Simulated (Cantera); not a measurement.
**Chemical vapour transport: B + HCl + O2**

Charge: 1 mol B, 0.021 mol HCl, 0.49 mol O2, equilibrated at 290000 Pa.

These are equilibrium values from Cantera (NASA tables, ideal gas, pure condensed phases), not measurements of a reactor. Candidate condensed phases: B, B2O3, B3O3H3, H2O; 33 gas species. Mutual solubility and eutectic melting of coexisting phases are not modelled. The tables' values for BOCl, BCl2, BCl, BH2 are old estimates; treat these amounts as uncertain. Gases not in the tables: BHCl2. Equilibrium is a limit: real reactors are often held back by kinetics, nucleation or transport.

From 1398 K to 1723 K the condensed part is B(s) + B2O3(l). The main B-bearing gas is BCl3 at 1398 K and B3O3Cl3 at 1723 K.

```tsv
T (K)	x H2	x HCl	x BCl3	x B3O3Cl3	x HBO	n B(s)	n B2O3(l)
1398	0.481	0.190	0.244	0.0800	0.000443	0.341	0.325
1423	0.475	0.200	0.240	0.0799	0.000600	0.341	0.325
1448	0.469	0.209	0.237	0.0798	0.000802	0.341	0.325
1473	0.463	0.219	0.233	0.0796	0.00106	0.341	0.325
1498	0.457	0.228	0.229	0.0793	0.00139	0.341	0.325
1523	0.451	0.237	0.225	0.0789	0.00180	0.341	0.325
1548	0.445	0.247	0.221	0.0785	0.00232	0.341	0.325
1573	0.439	0.256	0.217	0.0780	0.00295	0.341	0.325
1598	0.433	0.264	0.214	0.0774	0.00373	0.341	0.325
1623	0.426	0.273	0.210	0.0767	0.00468	0.341	0.325
1648	0.420	0.282	0.206	0.0760	0.00582	0.341	0.325
1673	0.413	0.290	0.202	0.0751	0.00718	0.341	0.325
1698	0.406	0.298	0.198	0.0742	0.00880	0.341	0.325
1723	0.399	0.305	0.194	0.0732	0.0107	0.341	0.325
```
x: gas mole fraction; n: condensed amount in mol.
